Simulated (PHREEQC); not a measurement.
Make-up at 25 °C: 0.016 mol/kgw Cu(NO3)2, 0.026 mol/kgw HCl and 0.00031 mol/kgw KCl. Closed to the air; pH follows from the charge balance.

Model: ion-association model, wateq4f.dat, run in PHREEQC.

Each row changes one thing in this solution. Precipitation was switched off in this run.

| case | pH | CuCl+ (mol/kgw) | CuCl2 (mol/kgw) | CuOH+ (mol/kgw) | SI of Tenorite (CuO) | SI of Cu(OH)2 (Cu(OH)2) |
|---|---|---|---|---|---|---|
| as made | 1.66 | 0.000469 | 3.98e-6 | 3.92e-9 | -6.47 | -7.49 |
| diluted 10-fold with water | 2.62 | 7.95e-6 | 9.31e-9 | 5.14e-9 | -5.33 | -6.35 |
| temperature from 25 to 10 °C | 1.66 | 0.000225 | 1.64e-6 | 4.02e-9 | -7.05 | -8.07 |
| temperature from 25 to 50 °C | 1.66 | 0.00129 | 1.33e-5 | 3.66e-9 | -5.63 | -6.65 |
| diluted 2-fold with water | 1.95 | 0.000142 | 6.87e-7 | 4.34e-9 | -6.11 | -7.13 |
| 0.00071 mol/kgw HNO3 added | 1.65 | 0.000467 | 3.96e-6 | 3.81e-9 | -6.49 | -7.51 |

Complexes and solids missing from the database can't appear. Away from 25 °C the constants follow the database's enthalpies or fits; those with neither stay at their 25 °C values.
